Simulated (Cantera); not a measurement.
Cantera run:

```python
import numpy as np
import cantera as ct

gas_names = """
    H HNO HNO2 HNO3 HO2 H2 H2O H2O2 N NH NH2 NH3 NH2OH NO NO2 NO3 N2 N2H2 N2H4 N2O O OH O2 O3 Si SiH
    SiH2 SiH3 SiH4 SiN SiO SiO2 Si2 Si2N Si3
""".split()
cond_names = """
    H2O(s) H2O(L) Si(cr) Si(L) SiO2(Lqz) SiO2(hqz) SiO2(L) Si2N2O(s) Si3N4(a)
""".split()


# ... load() reads the species with a 1 bar reference pressure and builds the phases ...
atoms = {
    'Si2H6': {'Si': 2, 'H': 6},
    'NO': {'N': 1, 'O': 1},
    'H2': {'H': 2},
    'H2O': {'H': 2, 'O': 1},
}
top_T = {'Si2N2O(s)': 2100, 'Si3N4(a)': 2400}  # K; cautious upper limits of use, not melting points


# ... equilibrate(T, P, feed) seeds the gas with the atoms and calls Mixture.equilibrate('TP', solver="vcs", rtol=1e-11, max_steps=5000) ...
results = []
feed = {'Si2H6': 1, 'NO': 0.23, 'H2': 11, 'H2O': 7.1}  # mol
P = 12000  # Pa
for T in [723, 823, 923, 1023, 1123, 1223, 1323, 1423, 1523, 1623, 1723]:
    mix = equilibrate(T, P, feed)
    results.append((T, P, feed, dict(zip(mix.species_names, mix.species_moles))))
    x = sorted(zip(gas.X, gas.species_names), reverse=True)
    print(f"T = {T:g} K  P = {P:g} Pa  gas = {mix.phase_moles(0):.4g} mol")
    print("   x: " + "  ".join(f"{s} {v:.3e}" for v, s in x if v > 0.0001))
    print("   condensed (mol): " + ("  ".join(f"{mix.phase(i).name} {mix.phase_moles(i):.4g}"
          for i in range(1, mix.n_phases) if mix.phase_moles(i) > 1e-12) or "none"))
```

It prints:

```
T = 723 K  P = 12000 Pa  gas = 21.21 mol
   x: H2 8.376e-01  H2O 1.570e-01  N2 5.397e-03
   condensed (mol): SiO2(Lqz) 2
T = 823 K  P = 12000 Pa  gas = 21.21 mol
   x: H2 8.376e-01  H2O 1.570e-01  N2 5.413e-03
   condensed (mol): SiO2(Lqz) 2
T = 923 K  P = 12000 Pa  gas = 21.21 mol
   x: H2 8.376e-01  H2O 1.570e-01  N2 5.417e-03
   condensed (mol): SiO2(hqz) 2
T = 1023 K  P = 12000 Pa  gas = 21.21 mol
   x: H2 8.376e-01  H2O 1.570e-01  N2 5.419e-03
   condensed (mol): SiO2(hqz) 2
T = 1123 K  P = 12000 Pa  gas = 21.21 mol
   x: H2 8.376e-01  H2O 1.570e-01  N2 5.420e-03
   condensed (mol): SiO2(hqz) 2
T = 1223 K  P = 12000 Pa  gas = 21.21 mol
   x: H2 8.376e-01  H2O 1.570e-01  N2 5.420e-03
   condensed (mol): SiO2(hqz) 2
T = 1323 K  P = 12000 Pa  gas = 21.22 mol
   x: H2 8.376e-01  H2O 1.570e-01  N2 5.420e-03
   condensed (mol): SiO2(hqz) 2
T = 1423 K  P = 12000 Pa  gas = 21.22 mol
   x: H2 8.376e-01  H2O 1.570e-01  N2 5.420e-03
   condensed (mol): SiO2(hqz) 2
T = 1523 K  P = 12000 Pa  gas = 21.22 mol
   x: H2 8.376e-01  H2O 1.570e-01  N2 5.420e-03
   condensed (mol): SiO2(hqz) 2
T = 1623 K  P = 12000 Pa  gas = 21.22 mol
   x: H2 8.374e-01  H2O 1.570e-01  N2 5.420e-03  H 1.826e-04
   condensed (mol): SiO2(hqz) 2
T = 1723 K  P = 12000 Pa  gas = 21.22 mol
   x: H2 8.371e-01  H2O 1.569e-01  N2 5.419e-03  H 4.817e-04
   condensed (mol): SiO2(L) 2
```

These are equilibrium values from Cantera (NASA tables, ideal gas, pure condensed phases), not measurements of a reactor. The feed counts by its element totals alone. The tables hold silica as quartz up to 1696 K and as liquid above; real silica turns to tridymite and cristobalite and melts near 1996 K. Gases not in the tables: Si(OH)4.
